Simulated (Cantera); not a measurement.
A Cantera script and its output.

```python
import numpy as np
import cantera as ct

gas = ct.Solution("gri30.yaml")
gas.TPX = 1800, 510000, {'CH3OH': 1, 'O2': 0.882, 'N2': 8.29, 'H2O': 0.33}
reactor = ct.IdealGasConstPressureReactor(gas, energy="on", clone=False)
net = ct.ReactorNet([reactor])
net.rtol, net.atol = 1e-08, 1e-16
show = ['CH3OH', 'O2', 'H2O', 'H2', 'CH3', 'NO']
times = np.geomspace(1e-06, 0.1, 14)

steps = ct.SolutionArray(gas, extra=["t"])
rows = []
print(f"{'t/s':>10s}{'T/K':>9s}{'P/Pa':>11s}" + "".join(f"{s:>11s}" for s in show))
for t in times:
    while net.time < t:
        t_next = net.step()
        steps.append(gas.state, t=t_next)
    rows.append([np.interp(t, steps.t, y) for y in (steps.T, steps.P, *steps(*show).X.T)])
    print(f"{t:10.3e}{rows[-1][0]:9.1f}{rows[-1][1]:11.4g}" + "".join(f"{x:11.3e}" for x in rows[-1][2:]))
rate = np.gradient(steps.T, steps.t)
print("integrator steps:", len(steps.t))
if steps.T.max() > steps.T[0] + 200:
    print(f"time of steepest temperature rise: {steps.t[rate.argmax()]:.4e} s")
gas.TPX = 1800, 510000, {'CH3OH': 1, 'O2': 0.882, 'N2': 8.29, 'H2O': 0.33}
gas.equilibrate("HP")
print(f"equilibrium (HP): T = {gas.T:.1f} K  " + "  ".join(f"{s} {gas[s].X[0]:.3e}" for s in show))
```

Output:

```
       t/s      T/K       P/Pa      CH3OH         O2        H2O         H2        CH3         NO
 1.000e-06   1798.9    5.1e+05  9.179e-02  8.226e-02  3.263e-02  1.447e-03  1.880e-04  4.593e-10
 2.424e-06   1809.6    5.1e+05  7.831e-02  7.652e-02  3.891e-02  8.265e-03  1.080e-04  2.536e-09
 5.878e-06   1988.9    5.1e+05  8.587e-03  4.314e-02  8.721e-02  7.418e-02  2.082e-04  5.154e-08
 1.425e-05   2322.9    5.1e+05  5.610e-14  2.735e-03  1.335e-01  4.930e-02  2.757e-12  2.852e-05
 3.455e-05   2458.5    5.1e+05  5.012e-14  7.890e-04  1.434e-01  4.850e-02  1.962e-12  5.644e-05
 8.377e-05   2513.9    5.1e+05  5.162e-14  2.138e-04  1.478e-01  4.835e-02  2.469e-12  7.694e-05
 2.031e-04   2530.1    5.1e+05  5.263e-14  9.940e-05  1.491e-01  4.839e-02  3.138e-12  9.564e-05
 4.924e-04   2531.4    5.1e+05  5.282e-14  9.005e-05  1.492e-01  4.842e-02  3.249e-12  1.280e-04
 1.194e-03   2530.9    5.1e+05  5.301e-14  8.935e-05  1.492e-01  4.847e-02  3.264e-12  1.987e-04
 2.894e-03   2529.9    5.1e+05  5.336e-14  8.818e-05  1.491e-01  4.855e-02  3.293e-12  3.262e-04
 7.017e-03   2529.0    5.1e+05  5.369e-14  8.712e-05  1.490e-01  4.863e-02  3.323e-12  4.446e-04
 1.701e-02   2528.9    5.1e+05  5.376e-14  8.691e-05  1.490e-01  4.865e-02  3.329e-12  4.686e-04
 4.125e-02   2528.9    5.1e+05  5.376e-14  8.691e-05  1.490e-01  4.865e-02  3.329e-12  4.689e-04
 1.000e-01   2528.9    5.1e+05  5.376e-14  8.691e-05  1.490e-01  4.865e-02  3.329e-12  4.689e-04
integrator steps: 1768
time of steepest temperature rise: 6.0630e-06 s
equilibrium (HP): T = 2528.9 K  CH3OH 5.521e-14  O2 8.691e-05  H2O 1.490e-01  H2 4.865e-02  CH3 3.791e-12  NO 4.689e-04
```

Model: GRI-Mech 3.0 (53 species, 325 reactions), integrated in Cantera. GRI-Mech 3.0 was tuned for natural gas; its chemistry of methanol as a main component is partial and can be far from experiment.
